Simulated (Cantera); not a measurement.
An isothermal, constant-pressure homogeneous reactor starts with H₂ : O₂ = 0.0063 : 1 (molar parts), equivalence ratio 0.0032, at 1425 K and 29.3 Torr.

Computed with Cantera and GRI-Mech 3.0 (53 species, 325 reactions). Radical loss at walls, strong at low pressure, is not modelled.

x: mole fraction; the columns are a selection and need not sum to one.

```
t (s)        x H₂   x O₂       x H     x H₂O    x HO₂
--------  -------  -----  --------  --------  -------
0.000200  0.00626  0.994   1.66e-8   1.23e-7  1.19e-7
0.000538  0.00626  0.994       [?]       [?]      [?]
0.00145   0.00528  0.993   3.70e-5  0.000698  1.00e-6
0.00390   1.72e-5  0.988  0.000106   0.00575  6.79e-7
0.0105    1.43e-5  0.988   9.42e-5   0.00578  6.47e-7
0.0283    1.20e-5  0.989   7.23e-5   0.00583  5.88e-7
0.0761    8.04e-6  0.991   3.89e-5   0.00593  4.67e-7
0.205         [?]  0.992       [?]   0.00605      [?]
0.552     1.03e-6  0.993   1.74e-6   0.00616  1.26e-7
1.49      2.28e-7  0.994   1.78e-7   0.00623  4.81e-8
4.00      5.27e-8  0.994   1.99e-8   0.00625  3.33e-8
```

Q: Some entries are withheld; supply them.

A: 
- 0.000538, x H: 1.51e-7
- 0.000538, x H₂O: 2.44e-6
- 0.000538, x HO₂: 3.23e-7
- 0.205, x H₂: 3.61e-6
- 0.205, x H: 1.15e-5
- 0.205, x HO₂: 2.87e-7
